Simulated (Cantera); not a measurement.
## Oxide etching and cleaning by halides: TiO2 + HCl

A closed system holds: 1 mol TiO2, 71 mol HCl, held at 1698.15 K.

Method: chemical equilibrium by Gibbs-energy minimisation in Cantera with the NASA 1993 tables (ideal gas, pure condensed phases). Candidate condensed phases: H2O, Ti, TiCl2, TiCl3, TiCl4, TiO, TiO2, Ti2O3, Ti3O5, Ti4O7; 23 gas species. Mutual solubility and eutectic melting of coexisting phases are not modelled. The tables' values for TiCl2 are old estimates; treat these amounts as uncertain. Condensed phases not in the tables: Magnéli phases beyond Ti4O7. Gases not in the tables: TiO(OH)2. Kinetics and transport are ignored.

```
P (Pa)  log p HCl  log p Cl  log p H2  log p H2O  log p H  n TiO2(rutile)  n Ti4O7(s)
------  ---------  --------  --------  ---------  -------  --------------  ----------
1           -5.09     -5.91     -6.27      -7.50    -6.97          0.0662       0.231
3.60        -4.50     -5.52     -5.87      -7.10    -6.77           0.450       0.132
13          -3.93     -5.14     -5.47      -6.70    -6.57           0.920     0.00541
46          -3.36     -4.77     -5.09      -6.08    -6.38           0.930           0
170         -2.79     -4.38     -4.70      -5.42    -6.19           0.916           0
600         -2.23     -4.01     -4.34      -4.76    -6.01           0.894           0
2200        -1.67     -3.64     -3.96      -4.06    -5.82           0.858           0
7700        -1.12     -3.27     -3.59      -3.37    -5.64           0.800           0
28000       -0.56     -2.90     -3.21      -2.64    -5.44           0.706           0
100000      -0.01     -2.55     -2.82      -1.91    -5.25           0.563           0
```
log p: log10 of the partial pressure in bar; n: condensed amount in mol.

From 1.00e-5 bar to 0.000130 bar the condensed part is TiO2(rutile) + Ti4O7(s). From 0.000460 bar to 1.00 bar the condensed part is TiO2(rutile). The share of Ti in condensed phases is highest at 1.00e-5 bar (99.0 %) and lowest at 1.00 bar (56.3 %).
